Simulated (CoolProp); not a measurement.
Vapour-liquid equilibrium of cyclohexane (1) + m-xylene (2) at 52.75 °C; x and y are mole fractions of (1).

Values from CoolProp's multi-fluid Helmholtz-energy mixture model, Zhou 2014 and Zhou 2012; pair parameters Bell 2016.

```json
[
 {"x": "0.05", "bubble pressure (MPa)": "0.007211", "y at the bubble point": "0.374", "dew pressure at overall composition x (MPa)": "0.004967", "liquid density (mol/L)": "7.915"},
 {"x": "0.15", "bubble pressure (MPa)": "0.01184", "y at the bubble point": "0.656", "dew pressure at overall composition x (MPa)": "0.005495", "liquid density (mol/L)": "8.004"},
 {"x": "0.25", "bubble pressure (MPa)": "0.01604", "y at the bubble point": "0.772", "dew pressure at overall composition x (MPa)": "0.006149", "liquid density (mol/L)": "8.095"},
 {"x": "0.35", "bubble pressure (MPa)": "0.01984", "y at the bubble point": "0.837", "dew pressure at overall composition x (MPa)": "0.006979", "liquid density (mol/L)": "8.188"},
 {"x": "0.45", "bubble pressure (MPa)": "0.02329", "y at the bubble point": "0.879", "dew pressure at overall composition x (MPa)": "0.008065", "liquid density (mol/L)": "8.284"},
 {"x": "0.55", "bubble pressure (MPa)": "0.02648", "y at the bubble point": "0.909", "dew pressure at overall composition x (MPa)": "0.009548", "liquid density (mol/L)": "8.383"},
 {"x": "0.65", "bubble pressure (MPa)": "0.02950", "y at the bubble point": "0.933", "dew pressure at overall composition x (MPa)": "0.01169", "liquid density (mol/L)": "8.485"},
 {"x": "0.75", "bubble pressure (MPa)": "0.03244", "y at the bubble point": "0.953", "dew pressure at overall composition x (MPa)": "0.01502", "liquid density (mol/L)": "8.592"},
 {"x": "0.85", "bubble pressure (MPa)": "0.03541", "y at the bubble point": "0.972", "dew pressure at overall composition x (MPa)": "0.02083", "liquid density (mol/L)": "8.703"},
 {"x": "0.95", "bubble pressure (MPa)": "0.03851", "y at the bubble point": "0.991", "dew pressure at overall composition x (MPa)": "0.03196", "liquid density (mol/L)": "8.819"}
]
```

No azeotrope shows between x = 0.05 and 0.95.

Pair parameters are fitted to limited data, so mixtures are less certain than the pure fluids.
